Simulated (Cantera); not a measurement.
An isothermal, constant-pressure homogeneous reactor starts with C2H6 : N2 = 1 : 96 (molar parts), at 1548 K and 1.28 Torr.

Cantera simulation using GRI-Mech 3.0 (53 species, 325 reactions); the numbers are that mechanism's predictions, not measurements. GRI-Mech 3.0 stops at C3 and has no aromatics, soot or wall deposition, so with more carbon than oxygen in the feed, carbon stays in small species such as C2H2 where larger ones or solid carbon would form. Radical loss at walls, strong at low pressure, is not modelled.

Problem. Predict: x(C2H6) at 5.00 s; x(C2H2) at 5.00 s; x(H2) at 5.00 s; x(C2H) at 5.00 s; x(CH2) at 5.00 s; x(HCN) at 5.00 s; x(CH4) at 5.00 s.

Solution. x(C2H6) at 5.00 s: 3.50e-8 (gas-phase equilibrium <1e-12)
x(C2H2) at 5.00 s: 0.00967 (gas-phase equilibrium 0.00123)
x(H2) at 5.00 s: 0.0189 (gas-phase equilibrium 0.0201)
x(C2H) at 5.00 s: 7.82e-8 (gas-phase equilibrium 1.64e-8)
x(CH2) at 5.00 s: 1.33e-7 (gas-phase equilibrium 4.38e-11)
x(HCN) at 5.00 s: 1.86e-5 (gas-phase equilibrium 0.0177)
x(CH4) at 5.00 s: 0.000790 (gas-phase equilibrium 8.76e-8)
